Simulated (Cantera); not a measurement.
SiH2Cl2 + O3 + N2 (silicon oxide and oxynitride deposition)

Input: 1 mol SiH2Cl2, 0.44 mol O3, 2.9 mol N2, held at 1875 K.

Equilibrium computed with Cantera from the NASA thermochemical tables; the gas is ideal and each condensed phase is pure. Candidate condensed phases: H2O, NH4Cl, Si, SiO2, Si2N2O, Si3N4; 47 gas species. Mutual solubility and eutectic melting of coexisting phases are not modelled. The tables' values for SiCl3, SiO2, SiCl are old estimates; treat these amounts as uncertain. The tables hold silica as quartz up to 1696 K and as liquid above; real silica turns to tridymite and cristobalite and melts near 1996 K. Kinetics and transport are ignored.

From 5.00 Pa to 0.190 bar the condensed part is SiO2(condensed). At 1.00 bar the condensed part is SiO2(condensed) + Si2N2O(s). The main Si-bearing gas is SiO at 5.00 Pa and SiCl2 at 1.00 bar. The share of Si in condensed phases is highest at 1.00 bar (74.2 %) and lowest at 5.00 Pa (14.0 %).

```json
[
 {"P (Pa)": "5", "log p N2": "-4.63", "log p HCl": "-4.96", "log p SiO": "-5.16", "log p Cl": "-5.27", "log p H2": "-5.99", "log p SiCl2": "-11.76", "log p H2O": "-5.89", "log p H": "-6.18", "log p SiCl3": "-14.16", "n SiO2(condensed)": "0.140", "n Si2N2O(s)": "0"},
 {"P (Pa)": "26", "log p N2": "-3.89", "log p HCl": "-4.13", "log p SiO": "-4.49", "log p Cl": "-4.81", "log p H2": "-5.26", "log p SiCl2": "-9.51", "log p H2O": "-5.81", "log p H": "-5.81", "log p SiCl3": "-11.44", "n SiO2(condensed)": "0.284", "n Si2N2O(s)": "0"},
 {"P (Pa)": "140", "log p N2": "-3.15", "log p HCl": "-3.35", "log p SiO": "-3.77", "log p Cl": "-4.32", "log p H2": "-4.67", "log p SiCl2": "-7.09", "log p H2O": "-5.95", "log p H": "-5.52", "log p SiCl3": "-8.54", "n SiO2(condensed)": "0.316", "n Si2N2O(s)": "0"},
 {"P (Pa)": "710", "log p N2": "-2.44", "log p HCl": "-2.63", "log p SiO": "-3.08", "log p Cl": "-3.88", "log p H2": "-4.10", "log p SiCl2": "-4.83", "log p H2O": "-6.07", "log p H": "-5.23", "log p SiCl3": "-5.84", "n SiO2(condensed)": "0.332", "n Si2N2O(s)": "0"},
 {"P (Pa)": "3700", "log p N2": "-1.70", "log p HCl": "-1.92", "log p SiO": "-2.48", "log p Cl": "-3.69", "log p H2": "-3.08", "log p SiCl2": "-3.24", "log p H2O": "-5.65", "log p H": "-4.72", "log p SiCl3": "-4.05", "n SiO2(condensed)": "0.419", "n Si2N2O(s)": "0"},
 {"P (Pa)": "19000", "log p N2": "-0.97", "log p HCl": "-1.26", "log p SiO": "-2.08", "log p Cl": "-3.56", "log p H2": "-2.01", "log p SiCl2": "-2.17", "log p H2O": "-4.99", "log p H": "-4.19", "log p SiCl3": "-2.86", "n SiO2(condensed)": "0.548", "n Si2N2O(s)": "0"},
 {"P (Pa)": "100000", "log p N2": "-0.23", "log p HCl": "-0.53", "log p SiO": "-2.12", "log p Cl": "-3.22", "log p H2": "-1.22", "log p SiCl2": "-1.58", "log p H2O": "-4.16", "log p H": "-3.80", "log p SiCl3": "-1.93", "n SiO2(condensed)": "0.608", "n Si2N2O(s)": "0.0667"}
]
```
log p: log10 of the partial pressure in bar; n: condensed amount in mol.
